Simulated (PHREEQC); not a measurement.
Polishing slurry liquid: speciation

Dissolve 5.8 mmol/kgw K2CO3, 15 mmol/kgw K2SO4 and 150 mmol/kgw H3BO3 at 20 °C. Closed to the air; pH follows from the charge balance.

Computed with PHREEQC (Pitzer model, pitzer.dat).

This is a speciation only: nothing precipitates in the calculation.

### Question
Predict the pH, osmotic coefficient, density.

### Answer
pH 7.47; osmotic coefficient 0.955; density 1.005 g/cm³.

### Question
In which forms is C present?

### Answer
HCO3- 94 %, CO2 5.9 % of the C.
